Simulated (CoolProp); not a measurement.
A closed Brayton cycle with carbon dioxide: compressor inlet 305.15 K and 9.7 MPa, high pressure 30.7 MPa, turbine inlet 640 K, compressor efficiency 0.85, turbine efficiency 0.85, recuperator effectiveness 0.9 (on enthalpy, no pinch check). Each further row changes one setting.

Values from CoolProp's reference Helmholtz-energy equation of state, Span 1996.

```csv
case,thermal efficiency (%),net work (kJ/kg),compressor to turbine work,compressor exit (K),turbine exit (K)
as stated,28.6,71.7,0.30,333.9,524.9
turbine inlet 590 K,25.8,…,0.34,333.9,…
compressor inlet 315.15 K,…,64.6,0.37,363.8,524.9
high pressure 26.1 MPa,28.2,65.5,0.27,…,…
recuperator effectiveness 0.5,…,71.7,0.30,333.9,524.9
```

Q: Some entries are withheld; supply them.

A: 
- turbine inlet 590 K, net work (kJ/kg): 60.3
- turbine inlet 590 K, turbine exit (K): 478.8
- compressor inlet 315.15 K, thermal efficiency (%): 26.5
- high pressure 26.1 MPa, compressor exit (K): 328.8
- high pressure 26.1 MPa, turbine exit (K): 540.7
- recuperator effectiveness 0.5, thermal efficiency (%): 20.2
